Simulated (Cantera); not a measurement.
Cantera with NASA thermochemical tables; ideal gases at 1 bar, condensed phases pure. Values are per mole of reaction as written; species without (g) are pure solids or liquids, kept so even where they would boil at 1 bar.

Cr2N + 3 OH(g) → NH3(g) + Cr2O3

| T (K) | ΔH° (kJ) | ΔS° (J/K) | ΔG° (kJ) | log10 K |
|---|---|---|---|---|
| 300 | (withheld) | (withheld) | (withheld) | (withheld) |
| 1475 | -1176.2 | -348.5 | -662.2 | 23.45 |
| 1575 | -1176.8 | -348.8 | -627.4 | 20.81 |
| 1675 | -1177.4 | -349.2 | -592.5 | 18.48 |
| 1775 | -1178.2 | -349.7 | -557.5 | 16.41 |
| 1875 | (withheld) | (withheld) | (withheld) | (withheld) |

### Question
What belongs in the gaps?

### Answer

- 300, ΔH° (kJ): -1173.5
- 300, ΔS° (J/K): -343.6
- 300, ΔG° (kJ): -1070.5
- 300, log10 K: 186.38
- 1875, ΔH° (kJ): -1179.2
- 1875, ΔS° (J/K): -350.2
- 1875, ΔG° (kJ): -522.5
- 1875, log10 K: 14.56
